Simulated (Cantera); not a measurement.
Charge: 1 mol CO2, 0.064 mol SO2, 1.1 mol N2, equilibrated at 3250 K and 19000 Pa.

Cantera equilibrium calculation (NASA polynomials, part measured and part estimated; ideal gas, pure solids and liquids). Candidate condensed phases: C, S; 35 gas species. Kinetics and transport are ignored.

Base state: N2 0.374, CO 0.306, O 0.154, O2 0.0718, CO2 0.0465, NO 0.0255, SO 0.0112, SO2 0.00829 (mole fractions); condensed: gas only.

Q: What changes in the equilibrium state with this change: temperature from 3250 K to 2623.15 K?

A: 
```
species   before    after
-------  -------  -------
N2         0.374    0.457
CO2       0.0465    0.262
CO         0.306    0.159
O          0.154   0.0154
SO        0.0112  0.00239
SO2      0.00829   0.0245
NO        0.0255   0.0122
O2        0.0718   0.0671
N        8.67e-5  1.35e-6
S        0.00297  5.56e-5
```
